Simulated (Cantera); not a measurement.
A perfectly stirred reactor is fed with 0.503 % CH3OH, 1.49 % O2, 93.2 % N2, 4.84 % H2, equivalence ratio 2.1, at 2.80 bar; it is held at 1425 K, and followed from long to short residence time.

Model: GRI-Mech 3.0 (53 species, 325 reactions), integrated in Cantera. GRI-Mech 3.0 was tuned for natural gas; its chemistry of methanol as a main component is partial and can be far from experiment.

**Question.** Predict: x(CH3OH) at τ = 1.70 s; x(O2) at τ = 1.70 s; x(H2O) at τ = 1.70 s; x(NO) at τ = 1.70 s; x(CH3OH) at τ = 15.0 ms; x(O2) at τ = 15.0 ms; x(H2O) at τ = 15.0 ms; x(NO) at τ = 15.0 ms.

**Answer.** 
- x(CH3OH) at τ = 1.70 s = 1.30e-7
- x(O2) at τ = 1.70 s = 1.05e-5
- x(H2O) at τ = 1.70 s = 0.0285
- x(NO) at τ = 1.70 s = 6.63e-8
- x(CH3OH) at τ = 15.0 ms = 2.77e-6
- x(O2) at τ = 15.0 ms = 0.000220
- x(H2O) at τ = 15.0 ms = 0.0284
- x(NO) at τ = 15.0 ms = 5.21e-7
